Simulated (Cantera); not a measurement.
A perfectly stirred reactor is fed with 15.6 % H2, 17.8 % O2, 66.6 % N2, at 1000000 Pa; it is adiabatic with a 350 K inlet, and is followed from long to short residence time, starting on the burning branch (τ in s: 0.21, 0.08, 0.031, 0.012, 0.0046, 0.0018, 0.00069, 0.00027, 0.0001, 4e-05).

Cantera simulation using GRI-Mech 3.0 (53 species, 325 reactions); the numbers are that mechanism's predictions, not measurements. The hydrogen kinetics of GRI-Mech 3.0 are dated; newer H2 mechanisms differ, most at raised pressure.

One state of this run: T (K) = 1559; x H2 = 9.63e-5; x O2 = 0.108; x NO = 8.92e-7; x NO2 = 3.90e-8; x H2O2 = 2.83e-7; x OH = 0.000187. x: mole fraction; the columns are a selection and need not sum to one.

### Question
Which value of τ (s) does it belong to?
A) 0.00069
B) 0.0018
C) 0.031
D) 0.0046

### Answer
C, 0.031
